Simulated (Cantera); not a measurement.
A closed system holds: 1 mol Si3N4, 0.083 mol O2, 2.3 mol H2, at 727 °C and 1 atm.

These are equilibrium values from Cantera (NASA tables, ideal gas, pure condensed phases), not measurements of a reactor. Candidate condensed phases: H2O, Si, SiO2, Si2N2O, Si3N4; 35 gas species. Equilibrium is a limit: real reactors are often held back by kinetics, nucleation or transport.

Base state: H2 0.976, N2 0.0235, NH3 8.72e-5 (mole fractions); condensed: Si2N2O(s) + Si3N4(s).

### Question
What changes in the equilibrium state with this change: O2 from 0.083 to 0.0013 mol?

### Answer
| species | before | after |
|---|---|---|
| H2 | 0.976 | 1.000 |
| N2 | 0.0235 | 0.000371 |
| NH3 | 8.72e-5 | 1.14e-5 |
| Si2N2O(s), mol | 0.166 | 0.00260 |
| Si3N4(s), mol | 0.889 | 0.998 |
